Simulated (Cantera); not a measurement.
A Cantera script and what it prints.

```python
import numpy as np
import cantera as ct

gas_names = """
    F F2 H HF H2 H2F2 H3F3 H4F4 H5F5 H6F6 H7F7 N NF NF2 NF3 NH NH2 NH3 N2 N2H2 N2H4 Si SiF SiF2 SiF3
    SiF4 SiH SiHF3 SiH2 SiH2F2 SiH3 SiH3F SiH4 SiN Si2 Si2N Si3
""".split()
cond_names = """
    Si(cr) Si(L) Si3N4(a)
""".split()


def load(file, names, dense=False):
    # The tables refer to 1 bar. Condensed volumes are neglected.
    table = {s.name: s for s in ct.Species.list_from_file(file)}
    out = []
    for n in names:
        d = dict(table[n].input_data)
        d["thermo"] = dict(d["thermo"], **{"reference-pressure": 1e5})
        if dense:
            d["equation-of-state"] = {"model": "constant-volume", "density": "1e6 g/cm^3"}
        out.append(ct.Species.from_dict(d))
    return out


gas = ct.Solution(thermo="ideal-gas", species=load("nasa_gas.yaml", gas_names))
cond = {s.name: ct.Solution(thermo="fixed-stoichiometry", species=[s], name=s.name)
        for s in load("nasa_condensed.yaml", cond_names, dense=True)}
atoms = {
    'Si': {'Si': 1},
    'NF3': {'N': 1, 'F': 3},
    'H2': {'H': 2},
}
top_T = {'Si3N4(a)': 2400}  # K; cautious upper limits of use, not melting points


def equilibrate(T, P, feed):
    n = {}
    for name, mol in feed.items():
        for a, k in atoms[name].items():
            n[a] = n.get(a, 0.0) + k * mol
    gas.TPX = T, P, n
    mass = sum(n.values()) * gas.mean_molecular_weight
    gas.equilibrate("TP")
    valid = [c for c in cond.values() if c.min_temp <= T <= top_T.get(c.name, c.max_temp)]
    mix = ct.Mixture([(gas, mass / gas.mean_molecular_weight)] + [(c, 0.0) for c in valid])
    mix.T, mix.P = T, P
    mix.equilibrate("TP", solver="vcs", rtol=1e-11, max_steps=5000)
    return mix


results = []
feed = {'Si': 1, 'NF3': 2.4, 'H2': 0.75}  # mol
P = 13332.2  # Pa
for T in [775, 850, 925, 1000, 1075, 1150, 1225, 1300, 1375, 1450, 1525, 1600, 1675]:
    mix = equilibrate(T, P, feed)
    results.append((T, P, feed, dict(zip(mix.species_names, mix.species_moles))))

top = {s: max(r[3][s] / sum(r[3][g] for g in gas_names) for r in results) for s in gas_names}
cols = sorted((s for s in top if top[s] > 0.0001), key=lambda s: -top[s])[:7]
seen = [c for c in cond_names if any(r[3].get(c, 0) > 1e-12 for r in results)]
print("log10 of partial pressures in bar; condensed amounts in mol")
print(f"{'T/K':>10s}" + "".join(f"{s[:9]:>10s}" for s in cols + seen))
for T, P, feed, n in results:
    ng = sum(n[g] for g in gas_names)
    print(f"{T:10.4g}" + "".join(f"{np.log10(max(n[s] / ng * P / 1e5, 1e-99)):10.3f}" for s in cols)
          + "".join(f"{n.get(c, 0):10.4g}" for c in seen))
```

Result:

```
log10 of partial pressures in bar; condensed amounts in mol
       T/K        HF         F        N2      SiF4        F2       NF3
       775    -1.328    -3.209    -1.483    -1.505    -1.913    -2.028
       850    -1.351    -2.623    -1.467    -1.527    -1.714    -2.499
       925    -1.365    -2.204    -1.467    -1.541    -1.695    -3.117
      1000    -1.378    -1.892    -1.476    -1.554    -1.768    -3.779
      1075    -1.393    -1.667    -1.491    -1.570    -1.918    -4.481
      1150    -1.409    -1.522    -1.506    -1.585    -2.152    -5.246
      1225    -1.420    -1.443    -1.517    -1.596    -2.456    -6.061
      1300    -1.426    -1.406    -1.523    -1.602    -2.791    -6.879
      1375    -1.429    -1.390    -1.526    -1.605    -3.124    -7.657
      1450    -1.430    -1.383    -1.527    -1.606    -3.438    -8.375
      1525    -1.431    -1.380    -1.528    -1.607    -3.727    -9.031
      1600    -1.431    -1.379    -1.528    -1.607    -3.993    -9.628
      1675    -1.431    -1.378    -1.528    -1.607    -4.236   -10.174
```

Cantera equilibrium calculation (NASA polynomials, part measured and part estimated; ideal gas, pure solids and liquids).
